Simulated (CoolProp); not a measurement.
A simple Rankine cycle with hexamethyldisiloxane (MM): condensing at 298.15 K, boiler at 0.0461 MPa, turbine inlet 353.7 K, turbine efficiency 0.6, pump efficiency 0.7, no recuperator. Each further row changes one setting.

Values from CoolProp's reference Helmholtz-energy equation of state, Thol 2016.

```tsv
case	thermal efficiency (%)	net work (kJ/kg)	heat in (kJ/kg)	turbine exit temperature (K)	volume ratio over the turbine
as stated	6.9	21.7	313	338.9	?
turbine inlet 373.7 K	?	23.1	347	?	?
condensing temperature 290.15 K	?	25.9	?	336.2	12.3
boiler pressure 0.0323 MPa	5.8	?	314	341.5	?
turbine efficiency 0.5	5.8	18.1	313	341.2	8.22
```

Some entries are withheld; supply them.


- as stated, volume ratio over the turbine: 8.16
- turbine inlet 373.7 K, thermal efficiency (%): 6.7
- turbine inlet 373.7 K, turbine exit temperature (K): 358.8
- turbine inlet 373.7 K, volume ratio over the turbine: 8.13
- condensing temperature 290.15 K, thermal efficiency (%): 7.9
- condensing temperature 290.15 K, heat in (kJ/kg): 328
- boiler pressure 0.0323 MPa, net work (kJ/kg): 18.3
- boiler pressure 0.0323 MPa, volume ratio over the turbine: 5.70
